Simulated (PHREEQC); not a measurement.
0.83 g of hydrous ferric oxide (600 m²/g; 0.2 weak and 0.005 strong sites per Fe, Dzombak-Morel constants, diffuse double layer) in 1 kg of water with 0.001 mol/kgw of an inert sodium salt, at 25 °C; the pH is set by adding NaOH or the inert anion's acid. Oxygen is held at 0.21 atm. The system is closed to CO2. Nothing may precipitate in this run.

Base run: PHREEQC, ion-association model, wateq4f.dat. Each further column changes one thing. The table gives surface charge σ (C/m²).

| pH | base | background salt from 0.001 to 0.0001 mol/kgw | oxide from 0.83 to 4.1 g/kgw | 0.0073 mol/kgw Na2SeO4 added |
|---|---|---|---|---|
| 3 | 0.266 | 0.244 | 0.301 | 0.025 |
| 3.38 | 0.205 | 0.171 | 0.248 | 0.025 |
| 4.12 | 0.115 | 0.073 | 0.144 | 0.024 |
| 4.5 | 0.083 | 0.046 | 0.103 | 0.024 |
| 5.25 | 0.041 | 0.017 | 0.048 | 0.022 |
| 5.62 | 0.029 | 0.011 | 0.032 | 0.020 |
| 6.38 | 0.013 | 0.004 | 0.013 | 0.015 |
| 6.75 | 0.008 | 0.003 | 0.008 | 0.013 |
| 7.5 | 0.003 | 0.001 | 0.003 | 0.006 |
| 7.88 | 0.001 | 0.000 | 0.001 | 0.002 |
| 8.62 | -0.002 | -0.001 | -0.002 | -0.010 |
| 9 | -0.004 | -0.002 | -0.004 | -0.019 |

The oxide is taken as insoluble; below pH 4 it would dissolve.
